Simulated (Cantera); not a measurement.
Thermodynamics of carbon deposition, reforming and gasification, feed CH4 + H2O + N2 + H2

Feed: 1 mol CH4, 0.083 mol H2O, 19 mol N2, 36 mol H2, held at 1.33 mbar.

Cantera equilibrium calculation (NASA polynomials, part measured and part estimated; ideal gas, pure solids and liquids). Candidate condensed phases: C, C6H6, C7H8, C8H18, H2O; 169 gas species. Ions and electrons are included (thermal ionisation). Kinetics and transport are ignored.

From 2227 °C to 4727 °C nothing is condensed. The main C-bearing gas is HCN at 2227 °C and C at 4727 °C.

```csv
T (°C),x H,x H2,x N2,x N,x HCN,x C
2227,0.396,0.330,0.261,4.09e-6,0.00936,5.62e-5
2727,0.757,0.0307,0.202,0.000171,0.00143,0.00345
3227,0.789,0.00238,0.196,0.00268,3.16e-5,0.00783
3727,0.784,0.000322,0.185,0.0209,1.06e-6,0.00890
4227,0.755,6.36e-5,0.142,0.0928,6.07e-8,0.00913
4727,0.702,1.59e-5,0.0620,0.226,4.17e-9,0.00895
```
x: gas mole fraction; nothing condenses.
